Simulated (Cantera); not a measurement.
**Equilibrium for iron carbonyl, mercury and lead vapours: PbO + O2 + N2**

A closed system holds: 1 mol PbO, 0.031 mol O2, 0.5 mol N2, held at 1.00 bar.

These are equilibrium values from Cantera (NASA tables, ideal gas, pure condensed phases), not measurements of a reactor. Candidate condensed phases: Pb, PbO, PbO2, Pb3O4; 12 gas species. Kinetics and transport are ignored.

At 575 K the condensed part is PbO(red) + Pb3O4(s). From 625 K to 725 K the condensed part is PbO(red). From 775 K to 1125 K the condensed part is PbO(yellow). At 1175 K the condensed part is PbO(l).

```json
[
 {"T (K)": "575", "x N2": "0.981", "x O2": "0.0186", "x NO": "3.08e-9", "x PbO": "<1e-12", "x NO2": "8.69e-9", "x Pb": "<1e-12", "n PbO(red)": "0.871", "n Pb3O4(s)": "0.0431", "n PbO(yellow)": "0", "n PbO(l)": "0"},
 {"T (K)": "625", "x N2": "0.942", "x O2": "0.0584", "x NO": "2.47e-8", "x PbO": "<1e-12", "x NO2": "4.67e-8", "x Pb": "<1e-12", "n PbO(red)": "1.00", "n Pb3O4(s)": "0", "n PbO(yellow)": "0", "n PbO(l)": "0"},
 {"T (K)": "675", "x N2": "0.942", "x O2": "0.0584", "x NO": "9.07e-8", "x PbO": "<1e-12", "x NO2": "7.48e-8", "x Pb": "<1e-12", "n PbO(red)": "1.00", "n Pb3O4(s)": "0", "n PbO(yellow)": "0", "n PbO(l)": "0"},
 {"T (K)": "725", "x N2": "0.942", "x O2": "0.0584", "x NO": "2.79e-7", "x PbO": "<1e-12", "x NO2": "1.12e-7", "x Pb": "<1e-12", "n PbO(red)": "1.00", "n Pb3O4(s)": "0", "n PbO(yellow)": "0", "n PbO(l)": "0"},
 {"T (K)": "775", "x N2": "0.942", "x O2": "0.0584", "x NO": "7.41e-7", "x PbO": "1.79e-11", "x NO2": "1.60e-7", "x Pb": "<1e-12", "n PbO(red)": "0", "n Pb3O4(s)": "0", "n PbO(yellow)": "1.00", "n PbO(l)": "0"},
 {"T (K)": "825", "x N2": "0.942", "x O2": "0.0584", "x NO": "1.75e-6", "x PbO": "2.51e-10", "x NO2": "2.19e-7", "x Pb": "<1e-12", "n PbO(red)": "0", "n Pb3O4(s)": "0", "n PbO(yellow)": "1.00", "n PbO(l)": "0"},
 {"T (K)": "875", "x N2": "0.942", "x O2": "0.0584", "x NO": "3.75e-6", "x PbO": "2.57e-9", "x NO2": "2.89e-7", "x Pb": "<1e-12", "n PbO(red)": "0", "n Pb3O4(s)": "0", "n PbO(yellow)": "1.00", "n PbO(l)": "0"},
 {"T (K)": "925", "x N2": "0.942", "x O2": "0.0584", "x NO": "7.39e-6", "x PbO": "2.04e-8", "x NO2": "3.70e-7", "x Pb": "<1e-12", "n PbO(red)": "0", "n Pb3O4(s)": "0", "n PbO(yellow)": "1.00", "n PbO(l)": "0"},
 {"T (K)": "975", "x N2": "0.942", "x O2": "0.0584", "x NO": "1.36e-5", "x PbO": "1.30e-7", "x NO2": "4.63e-7", "x Pb": "1.15e-11", "n PbO(red)": "0", "n Pb3O4(s)": "0", "n PbO(yellow)": "1.00", "n PbO(l)": "0"},
 {"T (K)": "1025", "x N2": "0.942", "x O2": "0.0584", "x NO": "2.36e-5", "x PbO": "6.85e-7", "x NO2": "5.66e-7", "x Pb": "1.29e-10", "n PbO(red)": "0", "n Pb3O4(s)": "0", "n PbO(yellow)": "1.00", "n PbO(l)": "0"},
 {"T (K)": "1075", "x N2": "0.942", "x O2": "0.0584", "x NO": "3.88e-5", "x PbO": "3.08e-6", "x NO2": "6.80e-7", "x Pb": "1.16e-9", "n PbO(red)": "0", "n Pb3O4(s)": "0", "n PbO(yellow)": "1.000", "n PbO(l)": "0"},
 {"T (K)": "1125", "x N2": "0.942", "x O2": "0.0583", "x NO": "6.12e-5", "x PbO": "1.21e-5", "x NO2": "8.04e-7", "x Pb": "8.47e-9", "n PbO(red)": "0", "n Pb3O4(s)": "0", "n PbO(yellow)": "1.000", "n PbO(l)": "0"},
 {"T (K)": "1175", "x N2": "0.942", "x O2": "0.0583", "x NO": "9.27e-5", "x PbO": "4.03e-5", "x NO2": "9.37e-7", "x Pb": "5.02e-8", "n PbO(red)": "0", "n Pb3O4(s)": "0", "n PbO(yellow)": "0", "n PbO(l)": "1.000"}
]
```
x: gas mole fraction; n: condensed amount in mol.
